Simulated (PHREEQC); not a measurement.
A solution holds 94 mmol/kgw NaOH and 7.4 mmol/kgw NaAlO2, at 20 °C. Closed to the air; pH follows from the charge balance.

Model: ion-association model, wateq4f.dat, run in PHREEQC.

Each row changes one thing in this solution. Precipitation was switched off in this run.

```json
[
 {"case": "as made", "pH": "13.03", "ionic strength (mol/kgw)": "0.101"},
 {"case": "temperature from 20 to 65 °C", "pH": "___", "ionic strength (mol/kgw)": "0.101"},
 {"case": "NaAlO2 from 0.0074 to 0.00666 mol/kgw", "pH": "13.03", "ionic strength (mol/kgw)": "0.101"},
 {"case": "NaAlO2 replaced by Na2SeO3 at the same molality", "pH": "13.02", "ionic strength (mol/kgw)": "0.116"},
 {"case": "temperature from 20 to 35 °C", "pH": "___", "ionic strength (mol/kgw)": "0.101"},
 {"case": "NaAlO2 from 0.0074 to 0.00074 mol/kgw", "pH": "13.03", "ionic strength (mol/kgw)": "0.0947"}
]
```

### Question
What belongs in the gaps?

### Answer

- temperature from 20 to 65 °C, pH: 11.77
- temperature from 20 to 35 °C, pH: 12.54

Constants without temperature data keep their 25 °C values here.
